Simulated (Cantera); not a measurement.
# Stirred combustor or abatement burner

A perfectly stirred reactor is fed with CO : H2 : O2 : N2 : CO2 = 1 : 0.22 : 1.2 : 3.2 : 0.96 (molar parts), equivalence ratio 0.51, at 1.20 bar; it is adiabatic with a 675 K inlet, and is followed from long to short residence time, starting on the burning branch (τ in s: 0.35, 0.16, 0.074, 0.034, 0.016, 0.0072, 0.0033, 0.0015, 0.00069, 0.00032, 0.00015, 6.7e-05, 3.1e-05).

Computed with Cantera and GRI-Mech 3.0 (53 species, 325 reactions).

```tsv
τ (s)	T (K)	x CO	x H2	x O2	x O	x OH	x H2O
0.35	2000	0.00216	5.11e-5	0.0990	0.000314	0.00124	0.0361
0.16	1993	0.00300	7.05e-5	0.0994	0.000431	0.00144	0.0360
0.074	1982	0.00443	0.000104	0.0999	0.000638	0.00172	0.0357
0.034	1964	0.00675	0.000160	0.101	0.000988	0.00209	0.0354
0.016	1937	0.0101	0.000243	0.102	0.00152	0.00249	0.0350
0.0072	1896	0.0151	0.000371	0.104	0.00237	0.00294	0.0345
0.0033	1843	0.0216	0.000545	0.106	0.00355	0.00332	0.0338
0.0015	1772	0.0298	0.000780	0.109	0.00513	0.00359	0.0329
0.00069	1684	0.0400	0.00108	0.113	0.00695	0.00361	0.0319
0.00032	1570	0.0538	0.00148	0.119	0.00843	0.00327	0.0308
0.00015	1381	0.0808	0.00259	0.133	0.00701	0.00217	0.0296
6.7e-5	675	0.152	0.0334	0.182	<1e-12	<1e-12	<1e-12
3.1e-5	675	0.152	0.0334	0.182	<1e-12	<1e-12	<1e-12
```
x: mole fraction; the columns are a selection and need not sum to one.
